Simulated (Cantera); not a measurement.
A Cantera script and what it prints.

```python
import numpy as np
import cantera as ct

gas_names = [...]  # 136 gases of nasa_gas.yaml made of C, H, N, O
cond_names = """
    C(gr) C6H6(L) C7H8(L) C8H18(L),n-octa H2O(s) H2O(L)
""".split()


# ... load() reads the species with a 1 bar reference pressure and builds the phases ...
atoms = {
    'C2H6': {'C': 2, 'H': 6},
    'NH3': {'N': 1, 'H': 3},
    'H2': {'H': 2},
    'H2O': {'H': 2, 'O': 1},
}
top_T = {'C(gr)': 4500}  # K; cautious upper limits of use, not melting points


# ... equilibrate(T, P, feed) seeds the gas with the atoms and calls Mixture.equilibrate('TP', solver="vcs", rtol=1e-11, max_steps=5000) ...
results = []
feed = {'C2H6': 1, 'NH3': 0.46, 'H2': 0.4, 'H2O': 0.051}  # mol
P = 11000  # Pa
for T in [1673, 1773, 1873, 1973, 2073, 2173, 2273, 2373]:
    mix = equilibrate(T, P, feed)
    results.append((T, P, feed, dict(zip(mix.species_names, mix.species_moles))))
    x = sorted(zip(gas.X, gas.species_names), reverse=True)
    print(f"T = {T:g} K  P = {P:g} Pa  gas = {mix.phase_moles(0):.4g} mol")
    print("   x: " + "  ".join(f"{s} {v:.3e}" for v, s in x if v > 0.0001))
    print("   condensed (mol): " + ("  ".join(f"{mix.phase(i).name} {mix.phase_moles(i):.4g}"
          for i in range(1, mix.n_phases) if mix.phase_moles(i) > 1e-12) or "none"))
```

It prints:

```
T = 1673 K  P = 11000 Pa  gas = 4.422 mol
   x: H2 9.356e-01  N2 5.165e-02  CO 1.153e-02  HCN 6.929e-04  H 3.321e-04  CH4 1.169e-04
   condensed (mol): C(gr) 1.945
T = 1773 K  P = 11000 Pa  gas = 4.423 mol
   x: H2 9.348e-01  N2 5.139e-02  CO 1.153e-02  HCN 1.177e-03  H 8.293e-04  C2H2,acetylene 1.309e-04
   condensed (mol): C(gr) 1.942
T = 1873 K  P = 11000 Pa  gas = 4.426 mol
   x: H2 9.333e-01  N2 5.098e-02  CO 1.152e-02  HCN 1.885e-03  H 1.880e-03  C2H2,acetylene 2.912e-04
   condensed (mol): C(gr) 1.937
T = 1973 K  P = 11000 Pa  gas = 4.43 mol
   x: H2 9.305e-01  N2 5.040e-02  CO 1.151e-02  H 3.924e-03  HCN 2.867e-03  C2H2,acetylene 5.961e-04  HNC 1.550e-04
   condensed (mol): C(gr) 1.93
T = 2073 K  P = 11000 Pa  gas = 4.439 mol
   x: H2 9.257e-01  N2 4.960e-02  CO 1.149e-02  H 7.629e-03  HCN 4.168e-03  C2H2,acetylene 1.134e-03  HNC 2.691e-04
   condensed (mol): C(gr) 1.919
T = 2173 K  P = 11000 Pa  gas = 4.453 mol
   x: H2 9.178e-01  N2 4.852e-02  H 1.394e-02  CO 1.145e-02  HCN 5.819e-03  C2H2,acetylene 2.025e-03  HNC 4.413e-04
   condensed (mol): C(gr) 1.903
T = 2273 K  P = 11000 Pa  gas = 4.476 mol
   x: H2 9.054e-01  N2 4.712e-02  H 2.410e-02  CO 1.139e-02  HCN 7.826e-03  C2H2,acetylene 3.413e-03  HNC 6.871e-04
   condensed (mol): C(gr) 1.88
T = 2373 K  P = 11000 Pa  gas = 4.511 mol
   x: H2 8.869e-01  N2 4.538e-02  H 3.966e-02  CO 1.130e-02  HCN 1.016e-02  C2H2,acetylene 5.456e-03  HNC 1.020e-03
   condensed (mol): C(gr) 1.849
```

Method: chemical equilibrium by Gibbs-energy minimisation in Cantera with the NASA 1993 tables (ideal gas, pure condensed phases).
